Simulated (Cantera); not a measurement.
Charge: 1 mol Si, 1.7 mol F₂, 49 mol N₂, held at 800 K and 9.50 mbar.

These are equilibrium values from Cantera (NASA tables, ideal gas, pure condensed phases), not measurements of a reactor. Candidate condensed phases: Si, Si₃N₄; 16 gas species. N₂ is the only nitrogen source here; it is nearly inert below about 1500 K, so the nitride shown seldom forms there in practice. Kinetics and transport are ignored.

Base state: N₂ 0.983, SiF₄ 0.0171 (mole fractions); condensed: Si₃N₄(s).

Problem. What changes in the equilibrium state with this change: 2 mol HF added?

Solution. 
```csv
species,before,after
N₂,0.983,0.948
HF,0,0.0271
SiF₄,0.0171,0.0193
H₂,0,0.00580
"Si₃N₄(s), mol",0.0500,0
```

Problem. What changes in the equilibrium state with this change: F₂ from 1.7 to 0.94 mol?

Solution. 
| species | before | after |
|---|---|---|
| N₂ | 0.983 | 0.990 |
| SiF₄ | 0.0171 | 0.00957 |
| Si₃N₄(s), mol | 0.0500 | 0.177 |
